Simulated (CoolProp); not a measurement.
Vapour-liquid equilibrium of carbon dioxide (1) + R124 (2) at 237.8 K; x and y are mole fractions of (1).

The numbers come from the multi-fluid Helmholtz-energy mixture model, Span 1996 and de Vries 1995; pair parameters Bell 2016 in CoolProp.

```tsv
x	bubble pressure (kPa)	y at the bubble point	dew pressure at overall composition x (kPa)	liquid density (mol/L)
0.05	92.85	0.644	35.67	11.65
0.125	175.1	0.820	38.69	12.22
0.2	252.7	0.881	42.27	12.83
0.275	328.0	0.914	46.56	13.50
0.35	403.3	0.935	?	14.23
0.425	479.9	0.950	58.41	15.03
0.5	559.1	0.961	66.91	15.91
0.575	642.0	0.970	?	16.88
0.65	729.0	0.977	94.32	17.95
0.725	820.7	0.984	?	19.15
0.8	?	?	159.2	20.49
0.875	1017	0.994	?	21.99
0.95	1119	0.998	482.3	23.69
```

### Question
Fill in the missing entries.

### Answer

- 0.35, dew pressure at overall composition x (kPa): 51.82
- 0.575, dew pressure at overall composition x (kPa): 78.30
- 0.725, dew pressure at overall composition x (kPa): 118.5
- 0.8, bubble pressure (kPa): 916.8
- 0.8, y at the bubble point: 0.989
- 0.875, dew pressure at overall composition x (kPa): 241.5

No azeotrope shows between x = 0.05 and 0.95.

Pair parameters are fitted to limited data, so mixtures are less certain than the pure fluids. The gap from Raoult's law changes sign with composition, which may be real or a fault of the pair parameters; it wasn't checked against measurements.
